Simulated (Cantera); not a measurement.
A closed system holds: 1 mol SiC, 0.16 mol O₂, 17 mol N₂, 0.79 mol N₂O, equilibrated at 1873 K and 1.40 bar.

Method: chemical equilibrium by Gibbs-energy minimisation in Cantera with the NASA 1993 tables (ideal gas, pure condensed phases). Candidate condensed phases: C, Si, SiC, SiO₂, Si₂N₂O, Si₃N₄; 34 gas species. Mutual solubility and eutectic melting of coexisting phases are not modelled. Kinetics and transport are ignored.

### Question
What is the equilibrium state?

### Answer
- x(N₂): 0.959
- x(CO): 0.0406
- x(SiO): 0.000376
- n(SiC(s)): 0.262 mol
- n(Si₂N₂O(s)): 0.365 mol
- gas amount: 18.17 mol
- log10 activity of C(graphite) (absent): -0.07
- log10 activity of Si(l) (absent): -1.41
